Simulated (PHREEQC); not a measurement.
**Leach liquor: an equilibrium model**

Solution (30 °C): 0.12 mol H2SO4, 0.0006 mol LiCl and 9.6e-05 mol Fe2(SO4)3 per kg of water. It is in equilibrium with CO2 at log p = 0 (atm). Otherwise closed; pH follows from the charge balance.

The numbers come from PHREEQC with the ion-association model, wateq4f.dat.

The pH is 0.95 and the ionic strength comes out as 0.160 mol/kgw. The total alkalinity comes out as -240 meq/kg.

| species | molality | activity | log γ |
|---|---|---|---|
| H+ | 0.139 | 0.112 | -0.094 |
| HSO4- | 0.101 | 0.0747 | -0.129 |
| CO2 | 0.0288 | 0.0299 | 0.016 |
| SO4-2 | 0.0195 | 0.00613 | -0.503 |
| Cl- | 0.000600 | 0.000436 | -0.138 |
| Li+ | 0.000584 | 0.000448 | -0.115 |
| FeSO4+ | 0.000101 | 7.56e-5 | -0.124 |
| FeHSO4+2 | 7.02e-5 | 2.28e-5 | -0.489 |

This is a speciation only: nothing precipitates in the calculation.
